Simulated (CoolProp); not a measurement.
A closed Brayton cycle with carbon dioxide: compressor inlet 324.15 K and 7.7 MPa, high pressure 15 MPa, turbine inlet 895 K, compressor efficiency 0.89, turbine efficiency 0.9, recuperator effectiveness 0 (on enthalpy, no pinch check). Each further row changes one setting.

Model: reference Helmholtz-energy equation of state, Span 1996, in CoolProp.

| case | thermal efficiency (%) | net work (kJ/kg) | compressor to turbine work | compressor exit (K) | turbine exit (K) |
|---|---|---|---|---|---|
| as stated | 10.1 | 66.0 | 0.33 | 380.2 | 810.5 |
| turbine inlet 845 K | 10.2 | 60.1 | 0.35 | 380.2 | 763.6 |
| compressor inlet 334.15 K | 9.9 | 62.2 | 0.36 | 393.1 | 810.5 |
| high pressure 12.8 MPa | 7.8 | 51.8 | 0.31 | 366.5 | 830.2 |
| recuperator effectiveness 0.5 | 16.4 | 66.0 | 0.33 | 380.2 | 810.5 |
